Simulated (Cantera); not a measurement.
A closed system holds: 1 mol Cu2O, 1.1 mol CO, equilibrated at 750 Torr.

Cantera equilibrium calculation (NASA polynomials, part measured and part estimated; ideal gas, pure solids and liquids). Candidate condensed phases: C, Cu, CuO, Cu2O; 15 gas species. Kinetics and transport are ignored.

Which condensed phases are stable at each of these points (T (K)): 1175, 1275, 1375, 1475, 1575, 1675, 1775, 1875, 1975, 2075, 2175, 2275?


| T (K) | condensed phases | Cu condensed (%) |
|---|---|---|
| 1175 | Cu(s) | 100.0 |
| 1275 | Cu(s) | 100.0 |
| 1375 | Cu(l) | 100.0 |
| 1475 | Cu(l) | 100.0 |
| 1575 | Cu(l) | 100.0 |
| 1675 | Cu(l) | 100.0 |
| 1775 | Cu(l) | 100.0 |
| 1875 | Cu(l) | 99.9 |
| 1975 | Cu(l) | 99.8 |
| 2075 | Cu(l) | 99.5 |
| 2175 | Cu(l) | 98.9 |
| 2275 | Cu(l) | 97.6 |

From 1175 K to 1275 K the condensed part is Cu(s). From 1375 K to 2275 K the condensed part is Cu(l).
